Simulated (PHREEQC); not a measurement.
## Brine: speciation

A solution holds 0.3 mol Na2CO3 and 0.012 mol NaHCO3 per kg of water, at 25 °C. Closed to the air; pH follows from the charge balance.

Computed with PHREEQC (Pitzer model, pitzer.dat).

Precipitation was switched off in this run.

Q: Predict the pH.

A: pH 11.04.

Q: In which forms is C present?

A: CO3-2 96 %, HCO3- 4.4 % of the C.

Complexes and solids missing from the database can't appear.
